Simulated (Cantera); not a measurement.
Cantera run:

```python
import numpy as np
import cantera as ct

gas_names = """
    BCL3 HF BF3 CL2 H2 H
""".split()
cond_names = """

""".split()


# ... load() reads the species with a 1 bar reference pressure and builds the phases ...
species = {s.name: s for s in load("nasa_gas.yaml", gas_names) + load("nasa_condensed.yaml", cond_names)}
# Each term lists the table entries of one substance; the one whose range holds T is used.
reactions = {
    '2 BCl3(g) + 6 HF(g) = 2 BF3(g) + 3 Cl2(g) + 3 H2(g)':
        [(-2, ['BCL3']), (-6, ['HF']), (2, ['BF3']), (3, ['CL2']), (3, ['H2'])],
    '2 BCl3(g) + 6 HF(g) = 3 Cl2(g) + 2 BF3(g) + 6 H(g)':
        [(-2, ['BCL3']), (-6, ['HF']), (3, ['CL2']), (2, ['BF3']), (6, ['H'])],
}


def pick(names, T):
    return next(species[n] for n in names if species[n].thermo.min_temp <= T <= species[n].thermo.max_temp)


results = []
for label, terms in reactions.items():
    print(label)
    print("     T/K   dH/kJ  dS/(J/K)   dG/kJ   log10 K")
    for T in [2023, 2073, 2123, 2173, 2223, 2273, 2323, 2373, 2423, 2473]:
        used = [(nu, pick(names, T)) for nu, names in terms]
        dH = sum(nu * s.thermo.h(T) for nu, s in used) / 1e6
        dS = sum(nu * s.thermo.s(T) for nu, s in used) / 1e3
        dG = dH - T * dS / 1e3
        logK = -dG * 1e6 / (ct.gas_constant * T * np.log(10))
        results.append((label, T, dH, dS, dG, logK, [s.name for _, s in used]))
        print(f"{T:8g} {dH:8.1f} {dS:8.1f} {dG:8.1f} {logK:8.2f}")
```

It prints:

```
2 BCl3(g) + 6 HF(g) = 2 BF3(g) + 3 Cl2(g) + 3 H2(g)
     T/K   dH/kJ  dS/(J/K)   dG/kJ   log10 K
    2023    186.9    -39.9    267.6    -6.91
    2073    187.5    -39.6    269.6    -6.79
    2123    188.2    -39.3    271.5    -6.68
    2173    188.8    -39.0    273.5    -6.57
    2223    189.4    -38.7    275.4    -6.47
    2273    190.0    -38.4    277.3    -6.37
    2323    190.7    -38.1    279.3    -6.28
    2373    191.3    -37.9    281.2    -6.19
    2423    191.9    -37.6    283.0    -6.10
    2473    192.6    -37.3    284.9    -6.02
2 BCl3(g) + 6 HF(g) = 3 Cl2(g) + 2 BF3(g) + 6 H(g)
     T/K   dH/kJ  dS/(J/K)   dG/kJ   log10 K
    2023   1548.7    320.7    900.0   -23.24
    2073   1550.4    321.5    883.9   -22.27
    2123   1552.1    322.3    867.8   -21.35
    2173   1553.7    323.1    851.7   -20.47
    2223   1555.4    323.8    835.5   -19.63
    2273   1557.0    324.5    819.3   -18.83
    2323   1558.6    325.2    803.1   -18.06
    2373   1560.2    325.9    786.8   -17.32
    2423   1561.7    326.6    770.5   -16.61
    2473   1563.3    327.2    754.1   -15.93
```

Source: NASA polynomial tables (part measured, part estimated), evaluated in Cantera. Condensed species are held in their standard states even where they would react or evaporate.
